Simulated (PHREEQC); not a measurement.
A solution holds 0.0049 mol/kgw KCl, 0.3 mol/kgw HF and 1.9e-05 mol/kgw CO2, at 25 °C. Closed to the air; pH follows from the charge balance.

All values are PHREEQC results (ion-association model, wateq4f.dat), not measurements.

Each row changes one thing in this solution. No solid was allowed to form.

```
case                                                  pH  ionic strength (mol/kgw)  HF (mol/kgw)  H2F2 (mol/kgw)  F- (mol/kgw)  HF2- (mol/kgw)
--------------------------------------------  ----------  ------------------------  ------------  --------------  ------------  --------------
as made                                             1.89                    0.0195         0.155          0.0626       0.00916         0.00546
HF from 0.3 to 0.45 mol/kgw                         1.80                    0.0229         0.205           0.110        0.0100         0.00793
CO2 left out                                        1.89                    0.0195         0.155          0.0626       0.00916         0.00546
HF replaced by (CH3)4NF at the same molality        7.53                     0.305       8.37e-6        1.96e-10         0.300         1.03e-5
temperature from 25 to 90 °C                  (withheld)                    0.0162         0.257          0.0129       0.00546         0.00583
HF from 0.3 to 0.33 mol/kgw                         1.86                    0.0203         0.165      (withheld)       0.00937         0.00598
diluted 10-fold with water                          2.39                   0.00484        0.0226         0.00134       0.00400        0.000348
HF from 0.3 to 0.27 mol/kgw                   (withheld)                    0.0188         0.143          0.0539       0.00893         0.00494
```

Question: Some entries are withheld; supply them.

Answer: 
- temperature from 25 to 90 °C, pH: 2.00
- HF from 0.3 to 0.33 mol/kgw, H2F2 (mol/kgw): 0.0716
- HF from 0.3 to 0.27 mol/kgw, pH: 1.91

(CH3)4N+ isn't in the database: it is added as a free cation with an ion size of 4 Å. Constants without temperature data keep their 25 °C values here.
